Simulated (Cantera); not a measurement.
A Cantera script and its output.

```python
import numpy as np
import cantera as ct

gas = ct.Solution("h2o2.yaml")
gas.TPX = 1050, 2666, {'H2': 0.028, 'O2': 1, 'N2': 0.15}
reactor = ct.IdealGasConstPressureReactor(gas, energy="off", clone=False)
net = ct.ReactorNet([reactor])
net.rtol, net.atol = 1e-08, 1e-18
show = ['H2', 'O2', 'H2O2', 'H2O', 'OH', 'HO2', 'O']
times = np.geomspace(4e-05, 2, 15)

steps = ct.SolutionArray(gas, extra=["t"])
rows = []
print(f"{'t/s':>10s}{'T/K':>9s}{'P/Pa':>11s}" + "".join(f"{s:>11s}" for s in show))
for t in times:
    while net.time < t:
        t_next = net.step()
        steps.append(gas.state, t=t_next)
    rows.append([np.interp(t, steps.t, y) for y in (steps.T, steps.P, *steps(*show).X.T)])
    print(f"{t:10.3e}{rows[-1][0]:9.1f}{rows[-1][1]:11.4g}" + "".join(f"{x:11.3e}" for x in rows[-1][2:]))
rate = np.gradient(steps.T, steps.t)
print("integrator steps:", len(steps.t))
if steps.T.max() > steps.T[0] + 200:
    print(f"time of steepest temperature rise: {steps.t[rate.argmax()]:.4e} s")
gas.TPX = 1050, 2666, {'H2': 0.028, 'O2': 1, 'N2': 0.15}
gas.equilibrate("TP")
print(f"equilibrium (TP): T = {gas.T:.1f} K  " + "  ".join(f"{s} {gas[s].X[0]:.3e}" for s in show))
```

It prints:

```
       t/s      T/K       P/Pa         H2         O2       H2O2        H2O         OH        HO2          O
 4.000e-05   1050.0       2666  2.377e-02  8.489e-01  1.011e-15  2.434e-12  1.526e-11  5.786e-11  1.675e-11
 8.664e-05   1050.0       2666  2.377e-02  8.489e-01  4.752e-15  1.963e-11  5.385e-11  1.259e-10  6.525e-11
 1.876e-04   1050.0       2666  2.377e-02  8.489e-01  2.241e-14  1.432e-10  1.757e-10  2.749e-10  2.504e-10
 4.064e-04   1050.0       2666  2.377e-02  8.489e-01  1.065e-13  1.102e-09  6.961e-10  6.100e-10  1.172e-09
 8.803e-04   1050.0       2666  2.377e-02  8.489e-01  5.347e-13  1.502e-08  6.489e-09  1.549e-09  1.181e-08
 1.907e-03   1050.0       2666  2.377e-02  8.489e-01  7.678e-12  1.494e-06  5.932e-07  2.958e-08  1.090e-06
 4.130e-03   1050.0       2666  1.355e-02  8.417e-01  3.772e-07  8.025e-03  1.894e-03  7.654e-06  4.943e-03
 8.944e-03   1050.0       2666  2.952e-04  8.376e-01  1.133e-07  2.232e-02  9.181e-04  6.134e-06  9.106e-03
 1.937e-02   1050.0       2666  1.014e-04  8.429e-01  9.166e-08  2.340e-02  5.394e-04  4.334e-06  4.118e-03
 4.196e-02   1050.0       2666  3.149e-05  8.457e-01  8.145e-08  2.382e-02  2.966e-04  2.600e-06  1.330e-03
 9.088e-02   1050.0       2666  7.868e-06  8.467e-01  6.425e-08  2.396e-02  1.501e-04  1.259e-06  3.464e-04
 1.968e-01   1050.0       2666  1.796e-06  8.470e-01  4.222e-08  2.401e-02  7.406e-05  5.042e-07  8.367e-05
 4.263e-01   1050.0       2666  4.204e-07  8.470e-01  2.301e-08  2.404e-02  3.730e-05  1.782e-07  2.093e-05
 9.234e-01   1050.0       2666  1.087e-07  8.471e-01  1.093e-08  2.404e-02  1.973e-05  6.073e-08  5.801e-06
 2.000e+00   1050.0       2666  3.201e-08  8.471e-01  4.844e-09  2.405e-02  1.106e-05  2.141e-08  1.819e-06
integrator steps: 1504
equilibrium (TP): T = 1050.0 K  H2 5.828e-11  O2 8.471e-01  H2O2 1.874e-11  H2O 2.405e-02  OH 5.032e-07  HO2 1.125e-09  O 3.794e-09
```

Computed with Cantera and the H2/O2 subset of GRI-Mech 3.0, which has no nitrogen chemistry. Radical loss at walls, strong at low pressure, is not modelled.
